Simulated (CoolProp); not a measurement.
Saturation properties of nitrous oxide.

Values from CoolProp's reference Helmholtz-energy equation of state, Lemmon 2006. It is a short technical equation, of lower accuracy than the large ones.

| T (K) | p (kPa) | liquid cp (kJ/(kg K)) | vapour Z |
|---|---|---|---|
| 197.1 | 201.8 | 1.732 | ___ |
| 202.1 | 259.1 | 1.741 | 0.9489 |
| 207.1 | 328.2 | 1.751 | 0.9396 |
| 212.1 | 410.6 | 1.764 | 0.9293 |
| 217.1 | 507.8 | 1.779 | 0.9181 |
| 222.1 | 621.4 | 1.796 | 0.9058 |
| 227.1 | 753.0 | 1.816 | 0.8925 |
| 232.1 | ___ | 1.839 | 0.8780 |
| 237.1 | 1077 | ___ | 0.8625 |
| 242.1 | ___ | 1.897 | 0.8457 |
| 247.1 | ___ | 1.933 | 0.8277 |
| 252.1 | 1742 | 1.975 | ___ |
| 257.1 | 2018 | 2.025 | 0.7878 |
| 262.1 | 2325 | 2.085 | 0.7656 |
| 267.1 | ___ | 2.159 | 0.7417 |

Q: What belongs in the gaps?

A: 
- 197.1, vapour Z: 0.9572
- 232.1, p (kPa): 904.3
- 237.1, liquid cp (kJ/(kg K)): 1.866
- 242.1, p (kPa): 1273
- 247.1, p (kPa): 1494
- 252.1, vapour Z: 0.8084
- 267.1, p (kPa): 2664

It boils at 184.7 K under 1 atm.
